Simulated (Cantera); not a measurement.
Input: 1 mol SiO₂, 580 mol H₂, 0.068 mol H₂O, at 877 °C and 130 Pa.

Cantera equilibrium calculation (NASA polynomials, part measured and part estimated; ideal gas, pure solids and liquids). Candidate condensed phases: H₂O, Si, SiO₂; 18 gas species. The tables hold silica as quartz up to 1696 K and as liquid above; real silica turns to tridymite and cristobalite and melts near 1996 K. Equilibrium is a limit: real reactors are often held back by kinetics, nucleation or transport.

Base state: H₂ 1.000, H₂O 0.000117 (mole fractions); condensed: SiO₂(β-quartz).

What changes in the equilibrium state with this change: temperature from 877 °C to 1627 °C?


```json
[
 {"species": "H₂", "before": "1.000", "after": "0.975"},
 {"species": "H", "before": "2.07e-6", "after": "0.0217"},
 {"species": "H₂O", "before": "0.000117", "after": "0.00181"},
 {"species": "SiO", "before": "1.87e-8", "after": "0.00170"},
 {"species": "SiO₂(β-quartz), mol", "before": "1.000", "after": "0"}
]
```
